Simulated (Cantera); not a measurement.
# Premixed flame

A freely propagating, adiabatic, planar premixed flame of H₂ : O₂ : N₂ = 1 : 0.227 : 0.855 (molar parts), equivalence ratio 2.2, unburnt at 698 K and 2.80 bar; multicomponent+Soret transport, grid criteria slope 0.08 and curve 0.16, no radiation.

Computed with Cantera and the H2/O2 subset of GRI-Mech 3.0, which has no nitrogen chemistry. The hydrogen kinetics of GRI-Mech 3.0 are dated; newer H2 mechanisms differ, most at raised pressure. Burning velocities carry a grid error of a few per cent, more on coarse grids.

```
z (mm)   T (K)  u (m/s)   x H₂      x O₂   x H₂O₂      x OH     x HO₂       x H
-------  -----  -------  -----  --------  -------  --------  --------  --------
-0.388     698     11.6  0.480     0.109    <1e-8     <1e-8     <1e-8     <1e-8
-0.259     698     11.6  0.480     0.109    <1e-8     <1e-8     <1e-8     <1e-8
-0.194     698     11.6  0.480     0.109    <1e-8     <1e-8   5.72e-8     <1e-8
-0.129     698     11.6  0.480     0.109    <1e-8     <1e-8   4.95e-6   5.68e-7
-0.0647    741     12.1  0.467     0.110  6.65e-6  0.000124  0.000425  0.000615
-0.0324    982     15.6  0.429     0.102  1.26e-5  0.000754  0.000289   0.00966
0         1370     21.4  0.342    0.0624  3.79e-6   0.00251  0.000133    0.0434
0.0324    1632     25.3  0.269    0.0187  1.45e-6   0.00411   3.91e-5    0.0719
0.0647    1752     27.1  0.250   0.00438  8.13e-7   0.00445   8.86e-6    0.0757
0.129     1866     28.7  0.252  0.000603  4.66e-7   0.00461   1.27e-6    0.0660
0.259     1979     30.2  0.261  0.000249  2.61e-7   0.00436   5.80e-7    0.0510
0.518     2085     31.6  0.271  0.000136  1.37e-7   0.00368   3.39e-7    0.0364
1.04      2171     32.7  0.278   6.35e-5  6.90e-8   0.00276   1.72e-7    0.0241
```
x: mole fraction of selected species; z is measured from the peak of heat release.

```
Item                          Value
------------------------  ---------
laminar burning velocity  1160 cm/s
thermal thickness          0.129 mm
peak x(H₂O₂)                1.35e-5
peak x(OH)                  0.00461
peak x(HO₂)                0.000445
peak x(H)                    0.0761
```
